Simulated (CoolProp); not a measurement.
Saturation properties of CH2F2 (R32).

Computed with CoolProp (reference Helmholtz-energy equation of state, Tillner-Roth 1997).

```csv
T (°C),p (MPa),liquid cp (kJ/(kg K)),vapour Z
-104.95,0.002404,1.562,0.9964
-87.15,0.01107,1.559,0.9900
-69.45,0.03732,1.567,0.9779
-51.65,0.1013,1.587,0.9580
-33.95,0.2316,1.621,0.9290
-16.15,0.4681,1.674,0.8893
1.55,0.8542,1.753,0.8381
19.35,1.448,1.880,0.7730
```

It boils at -51.7 °C under 1 atm.
